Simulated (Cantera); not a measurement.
Predominance diagram of Pb at 725 K against the partial pressures of S2 and F2 (log10, bar). Cantera with NASA thermochemical tables; ideal gases at 1 bar, condensed phases pure. Candidates: Pb(l), PbF2(s), PbS(s). Only these pure phases compete in this equilibrium. 

```
log p(F2) \ log p(S2)
        columns: -32, -30.5, -29, -27.4, -25.9, -24.4, -22.9, -21.3, -19.8, -18.3, -16.8, -15.2, -13.7, -12.2, -10.7, -9.1, -7.6, -6.1, -4.6, -3, -1.5, 0
      1  A A A A A A A A A A A A A A A A A A A A A A
   -4.5  A A A A A A A A A A A A A A A A A A A A A A
  -10.1  A A A A A A A A A A A A A A A A A A A A A A
  -15.6  A A A A A A A A A A A A A A A A A A A A A A
  -21.2  A A A A A A A A A A A A A A A A A A A A A A
  -26.7  A A A A A A A A A A A A A A A A A A A A A A
  -32.3  A A A A A A A A A A A A A A A A A A A A A A
  -37.8  B B B B B B B B B B B B B B B B C C C C C A
  -43.4  D D D D D D D D D D D D C C C C C C C C C A
  -48.9  D D D D D D D D D D D D C C C C C C C C C A
  -54.5  D D D D D D D D D D D D C C C C C C C C C A
    -60  D D D D D D D D D D D D C C C C C C C C C A
```

A: out of reach (another gas would pass 10 bar, or a non-metal would condense); B: PbF2(s); C: PbS(s); D: Pb(l).
